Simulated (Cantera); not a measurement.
Input (Python, Cantera) and output of one run.

```python
import numpy as np
import cantera as ct

gas_names = """
    CL CL2 H HCL H2 Si SiCL SiCL2 SiCL3 SiCL4 SiH SiHCL3 SiH2 SiH2CL2 SiH3 SiH3CL SiH4 Si2 Si3
""".split()
cond_names = """
    Si(cr) Si(L)
""".split()


# ... load() reads the species with a 1 bar reference pressure and builds the phases ...
atoms = {
    'SiCl4': {'Si': 1, 'CL': 4},
    'Cl2': {'CL': 2},
    'H2': {'H': 2},
}
top_T = {}  # K; cautious upper limits of use, not melting points


# ... equilibrate(T, P, feed) seeds the gas with the atoms and calls Mixture.equilibrate('TP', solver="vcs", rtol=1e-11, max_steps=5000) ...
results = []
feed = {'SiCl4': 1, 'Cl2': 0.15, 'H2': 120}  # mol
P = 360  # Pa
for T in [1048, 1098, 1148, 1198, 1248, 1298, 1348, 1398, 1448, 1498, 1548, 1598, 1648, 1698]:
    mix = equilibrate(T, P, feed)
    results.append((T, P, feed, dict(zip(mix.species_names, mix.species_moles))))
    x = sorted(zip(gas.X, gas.species_names), reverse=True)
    print(f"T = {T:g} K  P = {P:g} Pa  gas = {mix.phase_moles(0):.4g} mol")
    print("   x: " + "  ".join(f"{s} {v:.3e}" for v, s in x if v > 0.001))
    print("   condensed (mol): " + ("  ".join(f"{mix.phase(i).name} {mix.phase_moles(i):.4g}"
          for i in range(1, mix.n_phases) if mix.phase_moles(i) > 1e-12) or "none"))
```

Result:

```
T = 1048 K  P = 360 Pa  gas = 121.9 mol
   x: H2 9.718e-01  HCL 2.469e-02  SiCL4 1.402e-03  SiCL2 1.168e-03
   condensed (mol): Si(cr) 0.5783
T = 1098 K  P = 360 Pa  gas = 122 mol
   x: H2 9.691e-01  HCL 2.812e-02  SiCL2 1.657e-03
   condensed (mol): Si(cr) 0.6648
T = 1148 K  P = 360 Pa  gas = 122.1 mol
   x: H2 9.679e-01  HCL 2.963e-02  SiCL2 1.990e-03
   condensed (mol): Si(cr) 0.6983
T = 1198 K  P = 360 Pa  gas = 122.1 mol
   x: H2 9.675e-01  HCL 3.008e-02  SiCL2 2.201e-03
   condensed (mol): Si(cr) 0.7035
T = 1248 K  P = 360 Pa  gas = 122.1 mol
   x: H2 9.674e-01  HCL 3.013e-02  SiCL2 2.355e-03
   condensed (mol): Si(cr) 0.6979
T = 1298 K  P = 360 Pa  gas = 122.1 mol
   x: H2 9.674e-01  HCL 3.003e-02  SiCL2 2.481e-03
   condensed (mol): Si(cr) 0.6886
T = 1348 K  P = 360 Pa  gas = 122.1 mol
   x: H2 9.674e-01  HCL 2.989e-02  SiCL2 2.591e-03
   condensed (mol): Si(cr) 0.6782
T = 1398 K  P = 360 Pa  gas = 122.2 mol
   x: H2 9.675e-01  HCL 2.973e-02  SiCL2 2.691e-03
   condensed (mol): Si(cr) 0.6676
T = 1448 K  P = 360 Pa  gas = 122.2 mol
   x: H2 9.675e-01  HCL 2.957e-02  SiCL2 2.783e-03
   condensed (mol): Si(cr) 0.6572
T = 1498 K  P = 360 Pa  gas = 122.2 mol
   x: H2 9.674e-01  HCL 2.941e-02  SiCL2 2.867e-03
   condensed (mol): Si(cr) 0.647
T = 1548 K  P = 360 Pa  gas = 122.2 mol
   x: H2 9.673e-01  HCL 2.925e-02  SiCL2 2.944e-03
   condensed (mol): Si(cr) 0.6365
T = 1598 K  P = 360 Pa  gas = 122.2 mol
   x: H2 9.669e-01  HCL 2.910e-02  SiCL2 3.014e-03
   condensed (mol): Si(cr) 0.6246
T = 1648 K  P = 360 Pa  gas = 122.3 mol
   x: H2 9.664e-01  HCL 2.894e-02  SiCL2 3.077e-03  H 1.459e-03
   condensed (mol): Si(cr) 0.6087
T = 1698 K  P = 360 Pa  gas = 122.3 mol
   x: H2 9.654e-01  HCL 2.884e-02  SiCL2 3.096e-03  H 2.368e-03
   condensed (mol): Si(L) 0.588
```

Cantera equilibrium calculation (NASA polynomials, part measured and part estimated; ideal gas, pure solids and liquids). The tables' values for SiCl3, SiCl are old estimates; treat these amounts as uncertain. Gases not in the tables: Si2H6 and higher silanes.
